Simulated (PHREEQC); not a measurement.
Make-up at 20 °C: 0.096 mol H2SO4, 0.0013 mol CuSO4 and 0.057 mol MnSO4 per kg of water. Closed to the air; pH follows from the charge balance.

The numbers come from PHREEQC with the ion-association model, wateq4f.dat.

The ionic strength comes out as 0.251 mol/kgw. What activity coefficients do HSO4-, Cu+2, Mn+2, SO4-2, H+ get?

HSO4- 0.71, Cu+2 0.31, Mn+2 0.31, SO4-2 0.27, H+ 0.79.

Precipitation was switched off in this run.
